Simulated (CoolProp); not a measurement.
Computed with CoolProp (reference Helmholtz-energy equation of state, Wagner 2002).

Give the vapour pressure (MPa), vapour density (kg/m³), liquid cp (kJ/(kg K)), surface tension (mN/m) of saturated water at 227.15, 265.35, 328.95 °C.


```tsv
T (°C)	p (MPa)	vapour density (kg/m³)	liquid cp (kJ/(kg K))	surface tension (mN/m)
227.15	2.65	13.3	4.67	31.2
265.35	5.11	26.0	5.06	22.2
328.95	12.7	75.6	7.11	7.86
```

Surface tension comes from a separate correlation (Mulero 2012).
